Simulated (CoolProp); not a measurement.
Model: reference Helmholtz-energy equation of state, Bücker 2006, in CoolProp.

Task: Give the vapour pressure (bar), liquid density (kg/m³), enthalpy of vaporisation (kJ/kg), surface tension (mN/m) of saturated ethane at -44.25, -4.75 °C.

Result: 
```tsv
T (°C)	p (bar)	liquid density (kg/m³)	enthalpy of vaporisation (kJ/kg)	surface tension (mN/m)
-44.25	6.75	483	419	9.36
-4.75	21.2	411	319	3.83
```

Surface tension comes from a separate correlation (Mulero 2012).
